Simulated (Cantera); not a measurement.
NO annealing gas

An isothermal, constant-pressure homogeneous reactor starts with NO : N2 = 1 : 0.29 (molar parts), at 1550 K and 12000 Pa.

Computed with Cantera and GRI-Mech 3.0 (53 species, 325 reactions).

```
t (s)      x NO      x O2   x N2     x N2O      x O
--------  -----  --------  -----  --------  -------
0.000300  0.775  3.96e-10  0.225   3.71e-7  2.70e-7
0.00123   0.775   4.77e-9  0.225   1.52e-6  5.21e-7
0.00506   0.775   5.31e-8  0.225   6.17e-6  6.00e-7
0.0208    0.775   8.32e-7  0.225   2.42e-5  7.84e-7
0.0855    0.775   1.89e-5  0.225   8.22e-5  1.32e-6
0.351     0.774  0.000268  0.225  0.000177  1.87e-6
1.44      0.772   0.00160  0.226  0.000198  2.13e-6
5.93      0.761   0.00704  0.232  0.000191  2.76e-6
24.3      0.718    0.0281  0.253  0.000168  4.36e-6
100       0.583    0.0956  0.321  0.000108  7.36e-6
```
x: mole fraction; the columns are a selection and need not sum to one.

Equilibrium at this temperature and pressure: NO 0.00186, O2 0.387, N2 0.611, N2O 3.43e-8, O 1.41e-5 (gas phase only).
